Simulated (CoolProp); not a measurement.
Vapour-liquid equilibrium of dimethyl carbonate (1) + n-octane (2) at 0.0255 MPa; x and y are mole fractions of (1).

Computed with CoolProp (multi-fluid Helmholtz-energy mixture model, Zhou 2011 and Beckmüller 2019; pair parameters Bell 2016).

### Question
Give the bubble temperature and the first vapour's composition at x = 0.35, 0.65, 0.95. Is there an azeotrope?

### Answer
x = 0.35: 52.5 °C, y = 0.769; x = 0.65: 51.0 °C, y = 0.801; x = 0.95: 51.2 °C, y = 0.919. y crosses x between x = 0.75 and 0.85: the model has an azeotrope there.

The pair parameters rest on a limited set of measurements; away from them the model extrapolates. With so large a gap from Raoult's law the liquid may split in two, which this calculation doesn't test in full.
